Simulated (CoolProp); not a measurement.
Vapour-liquid equilibrium of R1234yf (1) + R152A (2) at 0.227 MPa; x and y are mole fractions of (1).

The numbers come from the multi-fluid Helmholtz-energy mixture model, Lemmon 2022 and Outcalt 1996; pair parameters Bell 2023 in CoolProp.

| x | bubble temperature (K) | y at the bubble point | dew temperature at overall composition x (K) | liquid density (mol/L) |
|---|---|---|---|---|
| 0.05 | 268.2 | 0.077 | 268.5 | 14.39 |
| 0.15 | 266.8 | 0.205 | 267.4 | 13.86 |
| 0.25 | 265.8 | 0.312 | 266.4 | 13.37 |
| 0.35 | 265.1 | 0.407 | 265.5 | 12.91 |
| 0.45 | 264.6 | 0.495 | 264.8 | 12.48 |
| 0.55 | 264.2 | 0.581 | 264.3 | 12.08 |
| 0.65 | 263.9 | 0.667 | 264.0 | 11.71 |
| 0.75 | 263.8 | 0.757 | 263.8 | 11.35 |
| 0.85 | 263.7 | 0.850 | 263.7 | 11.02 |
| 0.95 | 263.7 | 0.949 | 263.7 | 10.71 |

y crosses x between x = 0.85 and 0.95: the model has an azeotrope there.

The pair parameters rest on a limited set of measurements; away from them the model extrapolates.
